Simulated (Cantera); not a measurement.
An isothermal, constant-pressure homogeneous reactor starts with 33.3 % C2H6, 66.7 % H2, at 1423 K and 1330 Pa.

Cantera simulation using GRI-Mech 3.0 (53 species, 325 reactions); the numbers are that mechanism's predictions, not measurements. GRI-Mech 3.0 stops at C3 and has no aromatics, soot or wall deposition, so with more carbon than oxygen in the feed, carbon stays in small species such as C2H2 where larger ones or solid carbon would form. Radical loss at walls, strong at low pressure, is not modelled.

x: mole fraction; the columns are a selection and need not sum to one.

```tsv
t (s)	x C2H6	x H2	x C2H2	x C2H4	x CH4
2.00e-6	0.333	0.667	<1e-12	1.35e-9	2.87e-7
5.79e-6	0.333	0.667	<1e-12	4.05e-8	2.38e-6
1.68e-5	0.333	0.667	2.36e-12	1.34e-6	1.93e-5
4.85e-5	0.333	0.666	3.91e-10	3.73e-5	0.000148
0.000140	0.330	0.666	1.06e-7	0.000780	0.00100
0.000406	0.313	0.665	1.56e-5	0.00908	0.00660
0.00118	…	0.659	…	…	…
0.00340	0.0843	0.637	0.00830	0.116	0.145
0.00985	…	0.632	…	…	0.197
0.0285	0.000712	0.641	0.0567	0.105	0.196
0.0825	8.05e-5	0.649	0.0759	0.0831	0.192
0.239	1.93e-5	0.657	0.0955	0.0603	0.187
0.691	1.51e-5	0.667	0.122	0.0291	0.181
2.00	1.67e-5	0.677	0.144	0.00382	0.175
```

Question: Some entries are withheld; supply them.

Answer: 
- 0.00118, x C2H6: 0.235
- 0.00118, x C2H2: 0.000667
- 0.00118, x C2H4: 0.0486
- 0.00118, x CH4: 0.0444
- 0.00985, x C2H6: 0.00846
- 0.00985, x C2H2: 0.0328
- 0.00985, x C2H4: 0.127
